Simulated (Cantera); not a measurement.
A Cantera script and its output.

```python
import numpy as np
import cantera as ct

gas = ct.Solution("gri30.yaml")
gas.TPX = 1750, 100000, {'C3H8': 1, 'H2': 8.3}
reactor = ct.IdealGasConstPressureReactor(gas, energy="off", clone=False)
net = ct.ReactorNet([reactor])
net.rtol, net.atol = 1e-08, 1e-18
show = ['C3H8', 'H2', 'CH3', 'C2H', 'CH4']
times = np.geomspace(5e-06, 3, 10)

steps = ct.SolutionArray(gas, extra=["t"])
rows = []
print(f"{'t/s':>10s}{'T/K':>9s}{'P/Pa':>11s}" + "".join(f"{s:>11s}" for s in show))
for t in times:
    while net.time < t:
        t_next = net.step()
        steps.append(gas.state, t=t_next)
    rows.append([np.interp(t, steps.t, y) for y in (steps.T, steps.P, *steps(*show).X.T)])
    print(f"{t:10.3e}{rows[-1][0]:9.1f}{rows[-1][1]:11.4g}" + "".join(f"{x:11.3e}" for x in rows[-1][2:]))
rate = np.gradient(steps.T, steps.t)
print("integrator steps:", len(steps.t))
if steps.T.max() > steps.T[0] + 200:
    print(f"time of steepest temperature rise: {steps.t[rate.argmax()]:.4e} s")
gas.TPX = 1750, 100000, {'C3H8': 1, 'H2': 8.3}
gas.equilibrate("TP")
print(f"equilibrium (TP): T = {gas.T:.1f} K  " + "  ".join(f"{s} {gas[s].X[0]:.3e}" for s in show))
```

It prints:

```
       t/s      T/K       P/Pa       C3H8         H2        CH3        C2H        CH4
 5.000e-06   1750.0      1e+05  1.857e-02  8.189e-01  1.107e-02  7.501e-08  7.081e-02
 2.193e-05   1750.0      1e+05  9.236e-05  8.058e-01  1.779e-03  1.537e-07  1.005e-01
 9.616e-05   1750.0      1e+05  2.057e-07  8.097e-01  5.394e-04  8.313e-08  1.003e-01
 4.217e-04   1750.0      1e+05  6.019e-08  8.148e-01  4.358e-04  1.075e-07  9.745e-02
 1.849e-03   1750.0      1e+05  2.279e-08  8.200e-01  4.330e-04  1.384e-07  9.209e-02
 8.111e-03   1750.0      1e+05  1.530e-08  8.293e-01  3.678e-04  1.498e-07  7.719e-02
 3.557e-02   1750.0      1e+05  6.013e-09  8.486e-01  2.278e-04  1.742e-07  4.632e-02
 1.560e-01   1750.0      1e+05  2.550e-09  8.622e-01  1.242e-04  1.941e-07  2.445e-02
 6.841e-01   1750.0      1e+05  2.327e-09  8.634e-01  1.150e-04  1.960e-07  2.256e-02
 3.000e+00   1750.0      1e+05  2.327e-09  8.634e-01  1.150e-04  1.960e-07  2.256e-02
integrator steps: 1204
equilibrium (TP): T = 1750.0 K  C3H8 2.327e-09  H2 8.634e-01  CH3 1.150e-04  C2H 1.960e-07  CH4 2.256e-02
```

Detailed kinetics in Cantera: GRI-Mech 3.0 (53 species, 325 reactions). GRI-Mech 3.0 was tuned for natural gas; its chemistry of propane as a main component is partial and can be far from experiment. GRI-Mech 3.0 stops at C3 and has no aromatics, soot or wall deposition, so with more carbon than oxygen in the feed, carbon stays in small species such as C2H2 where larger ones or solid carbon would form.
